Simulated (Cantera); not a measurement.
An isothermal, constant-pressure homogeneous reactor starts with CO : O₂ : H₂O : N₂ = 0.0039 : 0.016 : 0.0032 : 1 (molar parts), equivalence ratio 0.12, at 1323 K and 5.00 bar.

Computed with Cantera and GRI-Mech 3.0 (53 species, 325 reactions).

### Question
Predict: x(CO) at 90.0 s; x(O₂) at 90.0 s; x(H₂O) at 90.0 s; x(NO) at 90.0 s; x(H₂) at 90.0 s.

### Answer
```json
{
  "x(CO) at 90.0 s": "3.52e-9 (gas-phase equilibrium 3.53e-9)",
  "x(O₂) at 90.0 s": "0.0138 (gas-phase equilibrium 0.0137)",
  "x(H₂O) at 90.0 s": "0.00313 (gas-phase equilibrium 0.00313)",
  "x(NO) at 90.0 s": "2.11e-7 (gas-phase equilibrium 0.000131)",
  "x(H₂) at 90.0 s": "1.56e-9 (gas-phase equilibrium 1.56e-9)"
}
```
